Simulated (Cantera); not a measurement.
Gas mixture: 78.1 % CO2, 21.9 % NO, at 6.51 atm, frozen composition.

Cantera's kinetic-theory transport with the Lennard-Jones parameters of GRI-Mech 3.0, ideal gas; thermal conductivity in the multicomponent form. The composition is frozen, though it would react at the higher temperatures.

One state of this run: ρ (kg/m³) = 2.83; cp (J/kg/K) = 1251; μ (µPa s) = 45.7; λ (mW/m/K) = 78.4; Pr = 0.728; D (cm²/s) NO = 0.248; D (cm²/s) O = 0.414; D (cm²/s) H2 = 1.02. D: mixture-averaged diffusion coefficient of that species in the mixture.

Task: Which value of T (K) does it belong to?
(A) 400
(B) 550
(C) 1150
(D) 700

Result: C, 1150
